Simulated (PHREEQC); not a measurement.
Consider water at 25 °C with 0.11 mol MnSO4, 0.00011 mol CuCl2, 0.0067 mol NaHCO3 and 0.25 mol FeCl3 per kg of water. Closed to the air; pH follows from the charge balance.

Model: ion-association model, phreeqc.dat, run in PHREEQC.

This is a speciation only: nothing precipitates in the calculation.

### Question
Predict the pH.

### Answer
pH 2.19.

### Question
In which forms is Cu present?

### Answer
Cu+2 69 %, CuCl+ 22 %, CuSO4 6.9 %, CuCl2 2.0 % of the Cu.

Saturation is exceeded, for instance for Hematite (slow to form), Goethite (slow to form); the values hold only as long as no solid forms. The ionic strength is past about 0.7 mol/kgw, beyond the range of this activity model, so the values are rough.
